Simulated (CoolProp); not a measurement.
Computed with CoolProp (reference Helmholtz-energy equation of state, Pan 2012).

For R236FA, give the phase and the cp (kJ/(kg K)), Joule-Thomson coefficient (K/MPa), Prandtl number at 400 K and 0.0784 MPa; 400 K and 0.178 MPa; 400 K and 2.1 MPa.


- 400 K and 0.0784 MPa: gas; cp 0.993, Joule-Thomson coefficient 8.79, Prandtl number 0.672
- 400 K and 0.178 MPa: gas; cp 0.998, Joule-Thomson coefficient 8.91, Prandtl number 0.676
- 400 K and 2.1 MPa: gas; cp 1.26, Joule-Thomson coefficient 12.8, Prandtl number 0.835

Viscosity comes from a separate model (Huber 2003), an estimate that may be off by 10 % or more. Thermal conductivity comes from a separate model (Huber 2003), an estimate that may be off by 10 % or more.
